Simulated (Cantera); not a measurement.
## Metals in furnace atmospheres: Al + H₂O + H₂

Input: 1 mol Al, 1.7 mol H₂O, 3.4 mol H₂, equilibrated at 1298.15 K and 1 atm.

These are equilibrium values from Cantera (NASA tables, ideal gas, pure condensed phases), not measurements of a reactor. Candidate condensed phases: Al, Al₂O₃, H₂O; 19 gas species. Equilibrium is a limit: real reactors are often held back by kinetics, nucleation or transport.

```json
{
  "x(H₂)": "0.961",
  "x(H₂O)": "0.0392",
  "x(H)": "1.05e-6",
  "n(Al₂O₃(s))": "0.500 mol",
  "gas_amount": "5.100 mol",
  "log10 activity of Al(l) (absent)": "-12.70"
}
```
